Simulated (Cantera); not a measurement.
Feed: 1 mol FeS₂, a varied amount of H₂, 1.1 mol H₂O, at 698.15 K and 0.100 bar.

Equilibrium computed with Cantera from the NASA thermochemical tables; the gas is ideal and each condensed phase is pure. Candidate condensed phases: Fe, FeO, Fe(OH)₂, Fe(OH)₃, FeS, FeSO₄, FeS₂, Fe₂O₃, Fe₂(SO₄)₃, Fe₃O₄, H₂O, H₂SO₄, S; 22 gas species. FeS: taken at fixed stoichiometry. Rates play no part.

x: gas mole fraction; n: condensed amount in mol.

```json
[
 {"n(H₂) (mol)": "25", "x H₂": "0.920", "x H₂O": "0.0421", "x H₂S": "0.0383", "n FeS(s)": "1.00"},
 {"n(H₂) (mol)": "32", "x H₂": "0.937", "x H₂O": "___", "x H₂S": "___", "n FeS(s)": "1.00"},
 {"n(H₂) (mol)": "41", "x H₂": "0.950", "x H₂O": "0.0261", "x H₂S": "0.0238", "n FeS(s)": "1.00"},
 {"n(H₂) (mol)": "52", "x H₂": "0.960", "x H₂O": "0.0207", "x H₂S": "0.0188", "n FeS(s)": "1.00"},
 {"n(H₂) (mol)": "66", "x H₂": "0.969", "x H₂O": "___", "x H₂S": "___", "n FeS(s)": "1.00"},
 {"n(H₂) (mol)": "85", "x H₂": "0.976", "x H₂O": "0.0128", "x H₂S": "0.0116", "n FeS(s)": "1.00"},
 {"n(H₂) (mol)": "110", "x H₂": "0.981", "x H₂O": "0.00990", "x H₂S": "0.00900", "n FeS(s)": "1.00"},
 {"n(H₂) (mol)": "140", "x H₂": "0.985", "x H₂O": "0.00780", "x H₂S": "0.00709", "n FeS(s)": "1.00"},
 {"n(H₂) (mol)": "180", "x H₂": "0.988", "x H₂O": "0.00607", "x H₂S": "0.00552", "n FeS(s)": "1.00"},
 {"n(H₂) (mol)": "220", "x H₂": "0.991", "x H₂O": "0.00498", "x H₂S": "0.00452", "n FeS(s)": "1.00"},
 {"n(H₂) (mol)": "290", "x H₂": "0.993", "x H₂O": "0.00378", "x H₂S": "0.00344", "n FeS(s)": "1.00"},
 {"n(H₂) (mol)": "370", "x H₂": "0.994", "x H₂O": "0.00296", "x H₂S": "0.00269", "n FeS(s)": "1.00"}
]
```

Q: Fill in the missing entries.

A: 
- 66, x H₂O: 0.0164
- 66, x H₂S: 0.0149
- 32, x H₂O: 0.0332
- 32, x H₂S: 0.0302
